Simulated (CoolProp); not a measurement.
Values from CoolProp's reference Helmholtz-energy equation of state, Zhou 2011.

**Question.** For dimethyl carbonate, give the phase and the density (kg/m³), cp (kJ/(kg K)), cv (kJ/(kg K)), isothermal compressibility (1/MPa) at 326.85 °C and 37.8 MPa.

**Answer.** 
- 326.85 °C and 37.8 MPa: supercritical; density 738, cp 2.37, cv 1.87, isothermal compressibility 0.00498
